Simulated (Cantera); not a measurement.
Feed: 1 mol SiH₂Cl₂, 0.1 mol N₂O, 45 mol N₂, equilibrated at 1000 Pa.

Equilibrium computed with Cantera from the NASA thermochemical tables; the gas is ideal and each condensed phase is pure. Candidate condensed phases: H₂O, NH₄Cl, Si, SiO₂, Si₂N₂O, Si₃N₄; 47 gas species. Mutual solubility and eutectic melting of coexisting phases are not modelled. The tables' values for SiCl₃ are old estimates; treat these amounts as uncertain. The numbers say what is thermodynamically allowed, not how fast it happens.

log p: log10 of the partial pressure in bar; n: condensed amount in mol.

| T (K) | log p N₂ | log p HCl | log p H₂ | log p SiCl₂ | log p SiCl₄ | n Si₂N₂O(s) | n Si₃N₄(s) |
|---|---|---|---|---|---|---|---|
| 675 | -2.02 | -3.57 | -4.09 | <-14 | … | 0.100 | 0.204 |
| 775 | -2.02 | -3.53 | -4.16 | -12.55 | … | 0.100 | 0.213 |
| 875 | -2.02 | -3.51 | -4.22 | -10.40 | … | 0.100 | 0.220 |
| 975 | -2.02 | -3.49 | -4.27 | -8.69 | -4.57 | 0.100 | 0.225 |
| 1075 | -2.02 | -3.48 | -4.30 | -7.31 | -4.61 | 0.100 | 0.228 |
| 1175 | -2.02 | -3.47 | -4.33 | -6.17 | -4.66 | 0.100 | 0.229 |
| 1275 | -2.02 | -3.47 | -4.33 | -5.25 | … | 0.1000 | 0.225 |
| 1375 | -2.02 | -3.49 | -4.27 | -4.58 | … | 0.1000 | 0.201 |
| 1475 | -2.02 | -3.56 | -4.11 | -4.19 | … | 0.0997 | 0.155 |

### Question
Some entries are withheld; supply them.

### Answer

- 675, log p SiCl₄: -4.39
- 775, log p SiCl₄: -4.46
- 875, log p SiCl₄: -4.52
- 1275, log p SiCl₄: -4.76
- 1375, log p SiCl₄: -5.07
- 1475, log p SiCl₄: -5.73
